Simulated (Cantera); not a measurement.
Feed: 1 mol TEOS, 41 mol N2O, 3.9 mol H2, at 7.50 Torr.

Equilibrium computed with Cantera from the NASA thermochemical tables; the gas is ideal and each condensed phase is pure. Candidate condensed phases: C, C6H6, C7H8, C8H18, H2O, Si, SiC, SiO2, Si2N2O, Si3N4; 151 gas species. The feed counts by its element totals alone. The tables hold silica as quartz up to 1696 K and as liquid above; real silica turns to tridymite and cristobalite and melts near 1996 K. Equilibrium is a limit: real reactors are often held back by kinetics, nucleation or transport.

Q: Which condensed phases are stable at each of these points (T (K)): 1500, 1600, 1700, 1800, 1900, 2000, 2100?

A: 
```
T (K)  condensed phases  Si condensed (%)
-----  ----------------  ----------------
1500     SiO2(β-quartz)             100.0
1600     SiO2(β-quartz)             100.0
1700    SiO2(condensed)             100.0
1800    SiO2(condensed)             100.0
1900    SiO2(condensed)              99.9
2000            SiO2(l)              99.3
2100            SiO2(l)              94.7
```

From 1500 K to 1600 K the condensed part is SiO2(β-quartz). From 1700 K to 1900 K the condensed part is SiO2(condensed). From 2000 K to 2100 K the condensed part is SiO2(l).
